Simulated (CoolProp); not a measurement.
Properties of carbonyl sulfide along the isotherm 309.4 K (Tc = 378.8 K, pc = 6.369 MPa, ω = 0.098).

The numbers come from the reference Helmholtz-energy equation of state, Lemmon 2006 in CoolProp. It is a short technical equation, of lower accuracy than the large ones.

| p (MPa) | phase | density (kg/m³) | cp (kJ/(kg K)) | speed of sound (m/s) | expansivity (1/kK) |
|---|---|---|---|---|---|
| 0.227 | gas | 5.423 | 0.7211 | 227.6 | 3.466 |
| 0.455 | gas | (withheld) | 0.7452 | 224.0 | 3.736 |
| 0.682 | gas | 17.14 | (withheld) | 220.2 | (withheld) |
| 0.91 | gas | 23.53 | 0.8064 | 216.2 | 4.433 |
| 1.14 | gas | 30.43 | 0.8478 | 211.8 | 4.905 |
| 1.36 | gas | 37.53 | 0.8979 | 207.3 | 5.476 |
| 1.59 | gas | 45.63 | (withheld) | 202.1 | 6.262 |
| 1.82 | liquid | 956.9 | 1.428 | 617.0 | 3.496 |
| 2.05 | liquid | 958.2 | (withheld) | 619.9 | 3.463 |
| 2.27 | liquid | 959.3 | 1.419 | 622.7 | 3.433 |
| 2.5 | liquid | 960.5 | 1.415 | 625.5 | 3.402 |
| 2.73 | liquid | 961.6 | 1.411 | 628.4 | 3.372 |
| 2.96 | liquid | 962.8 | 1.407 | 631.1 | 3.343 |
| 3.18 | liquid | 963.9 | 1.403 | 633.8 | 3.316 |

Question: Complete the blanks.

Answer: 
- 0.455, density (kg/m³): 11.14
- 0.682, cp (kJ/(kg K)): 0.7731
- 0.682, expansivity (1/kK): 4.052
- 1.59, cp (kJ/(kg K)): 0.9671
- 2.05, cp (kJ/(kg K)): 1.423
